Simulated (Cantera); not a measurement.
Gas mixture: NO : H2O = 0.69 : 0.87 (molar parts), at 750 Torr, frozen composition.

Cantera's kinetic-theory transport with the Lennard-Jones parameters of GRI-Mech 3.0, ideal gas; thermal conductivity in the mixture-averaged form. Polar gases are described roughly by these parameters.

One state of this run: ρ (kg/m³) = 0.351; cp (J/kg/K) = 1548; μ (µPa s) = 33.1; λ (mW/m/K) = 72.4; Pr = 0.707; D (cm²/s) H = 7.53; D (cm²/s) CH3 = 1.37; D (cm²/s) OH = 1.96. D: mixture-averaged diffusion coefficient of that species in the mixture.

Question: Which value of T (K) does it belong to?
A) 800
B) 600
C) 400
D) 500

Answer: A, 800
